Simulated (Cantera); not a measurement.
A Cantera script and what it prints.

```python
import numpy as np
import cantera as ct

gas_names = """
    H2S PbO H2 O2
""".split()
cond_names = """
    PbS(s) PbS(L)
""".split()


# ... load() reads the species with a 1 bar reference pressure and builds the phases ...
species = {s.name: s for s in load("nasa_gas.yaml", gas_names) + load("nasa_condensed.yaml", cond_names)}
# Each term lists the table entries of one substance; the one whose range holds T is used.
reactions = {
    '2 H2S(g) + 2 PbO(g) = 2 H2(g) + O2(g) + 2 PbS':
        [(-2, ['H2S']), (-2, ['PbO']), (2, ['H2']), (1, ['O2']), (2, ['PbS(s)', 'PbS(L)'])],
}


def pick(names, T):
    return next(species[n] for n in names if species[n].thermo.min_temp <= T <= species[n].thermo.max_temp)


results = []
for label, terms in reactions.items():
    print(label)
    print("     T/K   dH/kJ  dS/(J/K)   dG/kJ   log10 K")
    for T in [925, 1025, 1125, 1225, 1325, 1425, 1525, 1625, 1725, 1825, 1925]:
        used = [(nu, pick(names, T)) for nu, names in terms]
        dH = sum(nu * s.thermo.h(T) for nu, s in used) / 1e6
        dS = sum(nu * s.thermo.s(T) for nu, s in used) / 1e3
        dG = dH - T * dS / 1e3
        logK = -dG * 1e6 / (ct.gas_constant * T * np.log(10))
        results.append((label, T, dH, dS, dG, logK, [s.name for _, s in used]))
        print(f"{T:8g} {dH:8.1f} {dS:8.1f} {dG:8.1f} {logK:8.2f}")
```

It prints:

```
2 H2S(g) + 2 PbO(g) = 2 H2(g) + O2(g) + 2 PbS
     T/K   dH/kJ  dS/(J/K)   dG/kJ   log10 K
     925   -267.2   -188.8    -92.5     5.23
    1025   -262.9   -184.4    -73.9     3.77
    1125   -258.7   -180.5    -55.6     2.58
    1225   -254.5   -176.9    -37.8     1.61
    1325   -250.2   -173.5    -20.3     0.80
    1425   -207.6   -142.8     -4.1     0.15
    1525   -201.9   -138.9     10.0    -0.34
    1625   -196.2   -135.3     23.7    -0.76
    1725   -190.6   -132.0     37.0    -1.12
    1825   -185.1   -128.9     50.1    -1.43
    1925   -179.6   -125.9     62.8    -1.70
```

Cantera with NASA thermochemical tables; ideal gases at 1 bar, condensed phases pure. Condensed species are held in their standard states even where they would react or evaporate.
